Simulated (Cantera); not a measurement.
A perfectly stirred reactor is fed with CH4 : CO2 : H2 = 1 : 1.9 : 0.15 (molar parts), at 9.87 atm; it is held at 1325 K, and followed from long to short residence time.

Detailed kinetics in Cantera: GRI-Mech 3.0 (53 species, 325 reactions).

### Question
What does this change do: temperature 1325 to 1473 K?

### Answer
```
quantity                  before    after
----------------------  --------  -------
x(CH4) at τ = 15.0 s       0.185   0.0867
x(CO2) at τ = 15.0 s       0.413    0.187
x(H2) at τ = 15.0 s       0.0483    0.147
x(C2H4) at τ = 15.0 s     0.0254  0.00889
x(H) at τ = 15.0 s       8.49e-8  1.51e-6
x(CH4) at τ = 0.120 s      0.325    0.239
x(CO2) at τ = 0.120 s      0.620    0.519
x(H2) at τ = 0.120 s      0.0491   0.0740
x(C2H4) at τ = 0.120 s  0.000781  0.00926
x(H) at τ = 0.120 s      4.19e-8  5.99e-7
```
